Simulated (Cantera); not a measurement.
An adiabatic, constant-volume homogeneous reactor starts with CH₄ : O₂ : N₂ = 1 : 3.77 : 14.2 (molar parts), equivalence ratio 0.53, at 1125 K and 4.93 atm.

Model: GRI-Mech 3.0 (53 species, 325 reactions), integrated in Cantera.

Task: Predict: time of steepest temperature rise; temperature at 1.00 s; equilibrium temperature; x(O₂) at 1.00 s; x(CO) at 1.00 s; x(NO) at 1.00 s.

Result: 
- time of steepest temperature rise = 19.7 ms
- temperature at 1.00 s = 2442 K
- equilibrium temperature = 2442 K
- x(O₂) at 1.00 s = 0.0857 (gas-phase equilibrium 0.0857)
- x(CO) at 1.00 s = 0.00143 (gas-phase equilibrium 0.00143)
- x(NO) at 1.00 s = 0.0129 (gas-phase equilibrium 0.0129)
